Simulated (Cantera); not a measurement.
Charge: 1 mol (CH3)2SiCl2, 0.06 mol C2H2, 4 mol H2, held at 368 Torr.

Cantera equilibrium calculation (NASA polynomials, part measured and part estimated; ideal gas, pure solids and liquids). Candidate condensed phases: C, C6H6, C7H8, C8H18, Si, SiC; 109 gas species. The feed counts by its element totals alone. The tables' values for SiCl3 are old estimates; treat these amounts as uncertain. Kinetics and transport are ignored. All values below are at 1050 K.

Base state: H2 0.839, HCl 0.0999, SiCl4 0.0382, CH4 0.0197, SiHCl3 0.00333, SiCl3 0.000167, SiH2Cl2 3.31e-5, SiCl2 1.32e-5 (mole fractions); condensed: C(graphite) + SiC(s).

### Question
What changes in the equilibrium state with this change: H2 from 4 to 460 mol?

### Answer
| species | before | after |
|---|---|---|
| H2 | 0.839 | 0.993 |
| HCl | 0.0999 | 0.00431 |
| CH4 | 0.0197 | 0.00242 |
| SiCl4 | 0.0382 | 1.07e-6 |
| SiHCl3 | 0.00333 | 2.57e-6 |
| SiCl3 | 0.000167 | 1.18e-7 |
| SiCl2 | 1.32e-5 | 2.36e-7 |
| SiH2Cl2 | 3.31e-5 | 7.02e-7 |
| C(graphite), mol | 1.29 | 0 |
| SiC(s), mol | 0.683 | 0.998 |
